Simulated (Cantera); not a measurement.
An isothermal, constant-pressure homogeneous reactor starts with C2H6 : N2 = 1 : 43 (molar parts), at 1648 K and 100.0 Torr. Integrator tolerance rtol = 1e-08.

Computed with Cantera and GRI-Mech 3.0 (53 species, 325 reactions). GRI-Mech 3.0 stops at C3 and has no aromatics, soot or wall deposition, so with more carbon than oxygen in the feed, carbon stays in small species such as C2H2 where larger ones or solid carbon would form.

Problem. What does this change do: pressure from 100.0 Torr to 6.68 Torr?

Solution. 
```json
[
 {"quantity": "x(C2H6) at 1.00 s", "before": "1.30e-7 (gas-phase equilibrium 3.26e-11)", "after": "1.08e-7 (gas-phase equilibrium <1e-12)"},
 {"quantity": "x(C2H2) at 1.00 s", "before": "0.0211 (gas-phase equilibrium 0.00428)", "after": "0.0208 (gas-phase equilibrium 0.00429)"},
 {"quantity": "x(CH4) at 1.00 s", "before": "0.00122 (gas-phase equilibrium 1.57e-5)", "after": "0.00184 (gas-phase equilibrium 1.05e-6)"},
 {"quantity": "x(CH3) at 1.00 s", "before": "2.76e-5 (gas-phase equilibrium 3.75e-7)", "after": "9.15e-5 (gas-phase equilibrium 9.68e-8)"},
 {"quantity": "x(H2) at 1.00 s", "before": "0.0416 (gas-phase equilibrium 0.0434)", "after": "0.0406 (gas-phase equilibrium 0.0434)"},
 {"quantity": "x(HCN) at 1.00 s", "before": "8.70e-6 (gas-phase equilibrium 0.0349)", "after": "2.19e-5 (gas-phase equilibrium 0.0349)"},
 {"quantity": "x(C2H) at 1.00 s", "before": "1.02e-7 (gas-phase equilibrium 2.18e-8)", "after": "2.23e-7 (gas-phase equilibrium 8.45e-8)"}
]
```
Radical loss at walls, strong at low pressure, is not modelled.

Problem. What does this change do: C2H6 1 to 5.2 parts?

Solution. 
```
quantity                                             before                                     after
-----------------  ----------------------------------------  ----------------------------------------
x(C2H6) at 1.00 s  1.30e-7 (gas-phase equilibrium 3.26e-11)   6.04e-7 (gas-phase equilibrium 5.24e-9)
x(C2H2) at 1.00 s    0.0211 (gas-phase equilibrium 0.00428)     0.0862 (gas-phase equilibrium 0.0415)
x(CH4) at 1.00 s    0.00122 (gas-phase equilibrium 1.57e-5)  0.00571 (gas-phase equilibrium 0.000401)
x(CH3) at 1.00 s    2.76e-5 (gas-phase equilibrium 3.75e-7)   6.39e-5 (gas-phase equilibrium 4.75e-6)
x(H2) at 1.00 s       0.0416 (gas-phase equilibrium 0.0434)       0.170 (gas-phase equilibrium 0.177)
x(HCN) at 1.00 s     8.70e-6 (gas-phase equilibrium 0.0349)    2.06e-6 (gas-phase equilibrium 0.0940)
x(C2H) at 1.00 s    1.02e-7 (gas-phase equilibrium 2.18e-8)   2.06e-7 (gas-phase equilibrium 1.05e-7)
```
